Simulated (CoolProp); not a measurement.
Ethanol along the isotherm 434.5 K: density (kg/m³) from the reference equation and from simpler models built on Tc = 514.7 K, pc = 6.268 MPa, ω = 0.644; each cubic takes its own stable root.

Computed with CoolProp (reference Helmholtz-energy equation of state, Schroeder 2014).

```csv
p (MPa),phase,reference
0.0496,gas,0.6359
0.0881,gas,1.134
0.157,gas,2.037
0.279,gas,3.672
0.496,gas,6.707
0.881,gas,12.58
1.57,liquid,632.1
2.79,liquid,635.9
4.96,liquid,642.2
8.81,liquid,652.0
15.7,liquid,666.6
```

Question: How far does each simpler model (van der Waals, Soave-Redlich-Kwong) lie from the reference over these 11 states: mean and median of the absolute difference, and the worst?

Answer: 
- van der Waals: mean 30.3 %, median 4.4 %, worst -96.4 % at 434.5 K and 1.57 MPa
- Soave-Redlich-Kwong: mean 8.6 %, median 1.0 %, worst -18.9 % at 434.5 K and 1.57 MPa

At some of these states van der Waals gives the other phase, because its saturation line lies elsewhere.
